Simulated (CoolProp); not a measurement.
Ethanol at 413.11 K and 0.181 MPa flows at 0.2 m/s in a round tube of 20 mm bore and 15 µm roughness, fully developed (64/Re and Nu = 3.66 if laminar; Colebrook and Gnielinski if turbulent). Each further row changes one setting.

Model: reference Helmholtz-energy equation of state, Schroeder 2014, in CoolProp.

```tsv
case	Reynolds number	Darcy friction factor	pressure drop (Pa/m)	heat-transfer coefficient (W/(m² K))	mass flow (kg/h)
as stated	814	0.0786	(withheld)	5.07	(withheld)
velocity 0.4 m/s	1630	0.0393	(withheld)	5.07	(withheld)
diameter 40 mm	1630	0.0393	(withheld)	2.53	2.25
```

Question: Complete the blanks.

Answer: 
- as stated, pressure drop (Pa/m): 0.196
- as stated, mass flow (kg/h): 0.564
- velocity 0.4 m/s, pressure drop (Pa/m): 0.392
- velocity 0.4 m/s, mass flow (kg/h): 1.13
- diameter 40 mm, pressure drop (Pa/m): 0.0490

Viscosity comes from a separate model (Kiselev 2005). Thermal conductivity comes from a separate model (Assael 2013).
